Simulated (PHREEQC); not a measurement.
Solution (25 °C): 0.015 mol KCl, 0.00034 mol MnCl2 and 0.058 mol NaCl per kg of water. Closed to the air; pH follows from the charge balance.

All values are PHREEQC results (ion-association model, phreeqc.dat), not measurements.

This is a speciation only: nothing precipitates in the calculation.

Problem. Order these Mn species by the share of Mn that they hold, largest first: MnCl2, MnCl+, Mn+2.

Solution. Mn+2 (88 %), MnCl+ (11 %), MnCl2 (0.23 %)

The pH is 6.92 and the ionic strength 0.0739 mol/kgw. Species that the database lacks are ignored.
